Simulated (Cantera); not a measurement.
A closed system holds: 1 mol Si, 0.0032 mol H2O, 1.7 mol N2, equilibrated at 1073.15 K and 0.200 Pa.

Cantera equilibrium calculation (NASA polynomials, part measured and part estimated; ideal gas, pure solids and liquids). Candidate condensed phases: H2O, Si, SiO2, Si2N2O, Si3N4; 35 gas species. N2 is the only nitrogen source here; it is nearly inert below about 1500 K, so the nitride shown seldom forms there in practice. Mutual solubility and eutectic melting of coexisting phases are not modelled. Rates play no part.

Base state: N2 0.997, H2 0.00308 (mole fractions); condensed: Si2N2O(s) + Si3N4(s).

Q: What changes in the equilibrium state with this change: 0.063 mol HF added?

A: 
```
species          before     after
--------------  -------  --------
N2                0.997     0.954
H2              0.00308    0.0315
SiF4                  0    0.0139
SiF3                  0  0.000446
HF                    0  0.000419
SiF2                  0   2.31e-5
Si2N2O(s), mol  0.00320   0.00320
Si3N4(s), mol     0.331     0.326
```
The tables' values for SiF3, SiF2 are old estimates; treat these amounts as uncertain.

Q: What changes in the equilibrium state with this change: temperature from 1073.15 K to 1448.15 K?

A: 
| species | before | after |
|---|---|---|
| N2 | 0.997 | 0.995 |
| SiO | 1.08e-8 | 0.00187 |
| H2 | 0.00308 | 0.00174 |
| Si | <1e-9 | 0.00147 |
| H | 5.52e-7 | 0.000272 |
| Si2N2O(s), mol | 0.00320 | 0 |
| Si3N4(s), mol | 0.331 | 0 |
| Si(s), mol | 0 | 0.994 |
